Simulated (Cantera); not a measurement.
Input (Python, Cantera) and output of one run.

```python
import numpy as np
import cantera as ct

gas_names = [...]  # 110 gases of nasa_gas.yaml made of C, H, O
cond_names = """
    C(gr) C6H6(L) C7H8(L) C8H18(L),n-octa H2O(s) H2O(L)
""".split()


# ... load() reads the species with a 1 bar reference pressure and builds the phases ...
atoms = {
    'n-butane': {'C': 4, 'H': 10},
    'H2O': {'H': 2, 'O': 1},
}
top_T = {'C(gr)': 4500}  # K; cautious upper limits of use, not melting points


# ... equilibrate(T, P, feed) seeds the gas with the atoms and calls Mixture.equilibrate('TP', solver="vcs", rtol=1e-11, max_steps=5000) ...
results = []
feed = {'n-butane': 1, 'H2O': 0.42}  # mol
T = 650  # K
P = 101325  # Pa
mix = equilibrate(T, P, feed)
results.append((T, P, feed, dict(zip(mix.species_names, mix.species_moles))))
x = sorted(zip(gas.X, gas.species_names), reverse=True)
print(f"T = {T:g} K  P = {P:g} Pa  gas = {mix.phase_moles(0):.4g} mol")
print("   x: " + "  ".join(f"{s} {v:.3e}" for v, s in x if v > 0.001))
print("   condensed (mol): " + ("  ".join(f"{mix.phase(i).name} {mix.phase_moles(i):.4g}"
      for i in range(1, mix.n_phases) if mix.phase_moles(i) > 1e-12) or "none"))
```

Output:

```
T = 650 K  P = 101325 Pa  gas = 3.181 mol
   x: CH4 7.076e-01  H2 1.638e-01  H2O 1.247e-01  CO2 3.494e-03
   condensed (mol): C(gr) 1.737
```

Cantera equilibrium calculation (NASA polynomials, part measured and part estimated; ideal gas, pure solids and liquids).
